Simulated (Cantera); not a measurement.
Input: 1 mol CuO, 0.83 mol CO, equilibrated at 1500 °C and 2.40 mbar.

Method: chemical equilibrium by Gibbs-energy minimisation in Cantera with the NASA 1993 tables (ideal gas, pure condensed phases). Candidate condensed phases: C, Cu, CuO, Cu2O; 15 gas species. Rates play no part.

Base state: CO2 0.745, Cu 0.165, O2 0.0809, CO 0.00830, O 0.000546, CuO 0.000313, Cu2 0.000280 (mole fractions); condensed: Cu(l).

### Question
What changes in the equilibrium state with this change: CO from 0.83 to 0.87 mol?

### Answer
```csv
species,before,after
CO2,0.745,0.763
Cu,0.165,0.165
O2,0.0809,0.0622
CO,0.00830,0.00969
O,0.000546,0.000478
CuO,0.000313,0.000275
Cu2,0.000280,0.000280
"Cu(l), mol",0.818,0.814
```

### Question
What changes in the equilibrium state with this change: pressure from 2.40 mbar to 4.40 bar?

### Answer
```tsv
species	before	after
CO2	0.745	0.996
CO	0.00830	0.00319
O2	0.0809	0.000535
Cu	0.165	8.98e-5
Cu2	0.000280	1.53e-7
O	0.000546	1.04e-6
Cu(l), mol	0.818	0.656
Cu2O(l), mol	0	0.172
```
Each liquid is taken as pure. Mutual solubility and eutectic melting of coexisting phases are not modelled.

### Question
What changes in the equilibrium state with this change: pressure from 2.40 mbar to 5.40 mbar?

### Answer
```
species       before     after
----------  --------  --------
CO2            0.745     0.832
O2            0.0809    0.0884
Cu             0.165    0.0732
Cu2         0.000280  0.000125
CuO         0.000313  0.000219
O           0.000546  0.000381
Cu(l), mol     0.818     0.927
```
